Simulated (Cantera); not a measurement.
A closed system holds: 1 mol SiH2Cl2, 0.004 mol Cl2, 49 mol N2, held at 1427 °C and 1 atm.

Equilibrium computed with Cantera from the NASA thermochemical tables; the gas is ideal and each condensed phase is pure. The tables' values for SiCl3 are old estimates; treat these amounts as uncertain. The numbers say what is thermodynamically allowed, not how fast it happens.

```
species          before     after
-------------  --------  --------
N2                0.961     0.960
SiCl2           0.00445    0.0153
H2              0.00709    0.0153
HCl              0.0254   0.00808
Si              9.17e-9  0.000679
Si2N              <1e-9   2.30e-5
SiCl4          0.000523   8.39e-8
SiN             5.48e-9   1.27e-5
SiHCl3          2.83e-5   3.06e-8
SiCl            4.51e-7  0.000228
Si3N4(s), mol     0.231         0
Si(l), mol            0     0.165
```
Gas species are given as mole fractions.

Question: What was changed between the two runs?
(A) temperature from 1427 °C to 1500 °C
(B) temperature from 1427 °C to 825 °C
(C) temperature from 1427 °C to 1277 °C
(D) pressure from 1 atm to 1.00 mbar

Answer: D, pressure from 1 atm to 1.00 mbar. The tables' values for SiCl, SiCl3, SiN are old estimates; treat these amounts as uncertain
